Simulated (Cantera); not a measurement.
Charge: 1 mol CH3SiH3, 0.1 mol C2H2, 8.7 mol H2, equilibrated at 0.975 Torr.

These are equilibrium values from Cantera (NASA tables, ideal gas, pure condensed phases), not measurements of a reactor. Candidate condensed phases: C, C6H6, C7H8, C8H18, Si, SiC; 87 gas species. The feed counts by its element totals alone. The numbers say what is thermodynamically allowed, not how fast it happens. All values below are at 1748 K.

Base state: H2 0.994, H 0.00632, C2H2 (acetylene) 0.000112, Si 2.11e-5 (mole fractions); condensed: C(graphite) + SiC(s).

### Question
What changes in the equilibrium state with this change: CH3SiH3 replaced by SiCl4?

### Answer
| species | before | after |
|---|---|---|
| H2 | 0.994 | 0.699 |
| HCl | 0 | 0.221 |
| SiCl2 | 0 | 0.0726 |
| Cl | 0 | 0.00129 |
| SiCl3 | 0 | 0.000442 |
| C(graphite), mol | 0.198 | 0 |
| SiC(s), mol | 1.000 | 0.200 |
The tables' values for SiCl3, SiCl are old estimates; treat these amounts as uncertain.
